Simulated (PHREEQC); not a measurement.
1 kg of water holding 0.31 mol Na2CO3 and 0.26 mol Na2SO4 is evaporated at 5 °C; the solids stay in contact with the brine. No CO2 enters from the air. The run lets Burkeite, Mirabilite, Nahcolite, Natron, Thenardite, Trona precipitate or redissolve, and no other solid.

The series has 12 steps of water left (kg), from 1 to 0.07207.

All values are PHREEQC results (Pitzer model, pitzer.dat), not measurements.

### Question
Which solids form, in which order, and at which step of the series does each first stand?

### Answer
Mirabilite from water left = 0.6659 kg (pH 11.98).

Complexes and solids missing from the database can't appear. At this temperature some constants are extrapolated from 25 °C, and those without enthalpy data are left unchanged.
